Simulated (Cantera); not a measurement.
A perfectly stirred reactor is fed with 55.2 % NO, 44.8 % N2, at 0.0263 atm; it is held at 2048 K, and followed from long to short residence time.

Cantera simulation using GRI-Mech 3.0 (53 species, 325 reactions); the numbers are that mechanism's predictions, not measurements. Radical loss at walls, strong at low pressure, is not modelled.

Task: Predict: x(NO) at τ = 6.60 s; x(N2O) at τ = 6.60 s; x(N2) at τ = 6.60 s; x(O2) at τ = 6.60 s; x(O) at τ = 6.60 s; x(NO) at τ = 0.170 s; x(N2O) at τ = 0.170 s; x(N2) at τ = 0.170 s; x(O2) at τ = 0.170 s; x(O) at τ = 0.170 s.

Result: 
| Quantity | Value |
|---|---|
| x(NO) at τ = 6.60 s | 0.215 |
| x(N2O) at τ = 6.60 s | 1.21e-5 |
| x(N2) at τ = 6.60 s | 0.615 |
| x(O2) at τ = 6.60 s | 0.167 |
| x(O) at τ = 6.60 s | 0.00247 |
| x(NO) at τ = 0.170 s | 0.541 |
| x(N2O) at τ = 0.170 s | 0.000107 |
| x(N2) at τ = 0.170 s | 0.453 |
| x(O2) at τ = 0.170 s | 0.00510 |
| x(O) at τ = 0.170 s | 0.000774 |
